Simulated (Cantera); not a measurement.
Cantera with NASA thermochemical tables; ideal gases at 1 bar, condensed phases pure. Values are per mole of reaction as written; species without (g) are pure solids or liquids, kept so even where they would boil at 1 bar.

Task: Between 925 and 1525 K, where is each reaction favourable under standard conditions?
- 3 O(g) + Cr₂O₃ → 2 CrO₃(g)

Result: 
- 3 O(g) + Cr₂O₃ → 2 CrO₃(g): ΔG° is -149 kJ at 925 K and -95 kJ at 1525 K; it stays negative (K > 1). ΔH° is -244 kJ and ΔS° -98 J/K at 1525 K.
